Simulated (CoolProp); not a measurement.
A Linde-Hampson liquefier for dry air: isothermal reversible compression at 280 K from 1 atm to 15 MPa, throttling to 1 atm, return gas leaving the recuperator 2 K below the feed. Each further row changes one setting.

The numbers come from the reference Helmholtz-energy equation of state, Lemmon 2000 in CoolProp. It is a pseudo-pure fit of the blend.

| case | liquid yield per pass | compression work (kJ/kg of gas) |
|---|---|---|
| as stated | ___ | 398 |
| high pressure 30 MPa | ___ | ___ |
| warm-end temperature 310 K | ___ | 444 |
| warm-end gap 7 K | ___ | 398 |

Question: Some entries are withheld; supply them.

Answer: 
- as stated, liquid yield per pass: 0.077
- high pressure 30 MPa, liquid yield per pass: 0.117
- high pressure 30 MPa, compression work (kJ/kg of gas): 455
- warm-end temperature 310 K, liquid yield per pass: 0.055
- warm-end gap 7 K, liquid yield per pass: 0.065
